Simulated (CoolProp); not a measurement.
The fluid at 298.15 K and 0.487 MPa is throttled through a valve to 0.0865 MPa with no heat exchange. The same conditions are run with several fluids, on thermodynamics alone (safety and materials aside).

The numbers come from the reference Helmholtz-energy equation of state of each fluid (ammonia: Gao 2020; ethane: Bücker 2006; CF4 (R14): Platzer 1990; C2F6 (R116): Lemmon 2006; R1132(E): Akasaka 2024) in CoolProp. The equations of Platzer and Polt are older, rougher fits.

| fluid | temperature change (K) | final density (kg/m³) |
|---|---|---|
| ammonia | -12.0 | 0.626 |
| ethane | -4.5 | ? |
| CF4 (R14) | ? | ? |
| C2F6 (R116) | ? | 4.92 |
| R1132(E) | -6.7 | 2.31 |

**Question.** Complete the blanks.

**Answer.** 
- ethane, final density (kg/m³): 1.07
- CF4 (R14), temperature change (K): -2.2
- CF4 (R14), final density (kg/m³): 3.10
- C2F6 (R116), temperature change (K): -3.4
